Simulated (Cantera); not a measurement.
Feed: 1 mol borazine, 7.7 mol H2O, held at 3.90 mbar.

Equilibrium computed with Cantera from the NASA thermochemical tables; the gas is ideal and each condensed phase is pure. Candidate condensed phases: B, BN, B2O3, B3O3H3, H2O; 39 gas species. The feed counts by its element totals alone. Gases not in the tables: H3BO3. Rates play no part. All values below are at 1325 K.

Base state: H2 0.605, H2O 0.242, N2 0.121, HBO2 0.0325, B2O3 9.40e-5, (HBO2)3 5.64e-5, H 2.04e-5, HBO 1.30e-5 (mole fractions); condensed: B2O3(l).

### Question
What changes in the equilibrium state with this change: H2O from 7.7 to 0.19 mol?

### Answer
```tsv
species	before	after
H2	0.605	0.979
N2	0.121	0.0192
HBO2	0.0325	0.00123
H2O	0.242	0.000347
(HBO2)3	5.64e-5	3.08e-9
HBO	1.30e-5	0.000553
H	2.04e-5	2.59e-5
B2O3	9.40e-5	9.40e-5
B2O3(l), mol	1.30	0.0594
BN(s), mol	0	2.87
```
Mutual solubility and eutectic melting of coexisting phases are not modelled.
